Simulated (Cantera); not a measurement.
A closed system holds: 1 mol SO2, 1.4 mol H2O, 0.078 mol O2, equilibrated at 977 °C and 0.100 bar.

These are equilibrium values from Cantera (NASA tables, ideal gas, pure condensed phases), not measurements of a reactor. Candidate condensed phases: H2O, H2SO4, S; 19 gas species. Kinetics and transport are ignored.

Base state: H2O 0.566, SO2 0.401, O2 0.0296, SO3 0.00380, OH 1.49e-5 (mole fractions); condensed: gas only.

Problem. What changes in the equilibrium state with this change: SO2 replaced by H2S?

Solution. 
```tsv
species	before	after
H2O	0.566	0.579
H2S	<1e-9	0.194
H2	3.59e-7	0.133
SO2	0.401	0.00419
S2	<1e-9	0.0889
O2	0.0296	<1e-9
SO3	0.00380	<1e-9
SH	<1e-9	0.000535
S2O	<1e-9	0.000315
SO	2.03e-8	7.72e-5
OH	1.49e-5	2.50e-8
```
Gases not in the tables: S3 to S7.

Problem. What changes in the equilibrium state with this change: H2O from 1.4 to 0.32 mol?

Solution. 
```
species   before    after
-------  -------  -------
SO2        0.401    0.710
H2O        0.566    0.230
O2        0.0296   0.0516
SO3      0.00380  0.00889
OH       1.49e-5  1.09e-5
```

Problem. What changes in the equilibrium state with this change: SO2 replaced by HCl?

Solution. 
| species | before | after |
|---|---|---|
| H2O | 0.566 | 0.567 |
| HCl | 0 | 0.400 |
| O2 | 0.0296 | 0.0306 |
| SO2 | 0.401 | 0 |
| SO3 | 0.00380 | 0 |
| Cl2 | 0 | 0.00127 |
| Cl | 0 | 0.000880 |
| OH | 1.49e-5 | 1.50e-5 |
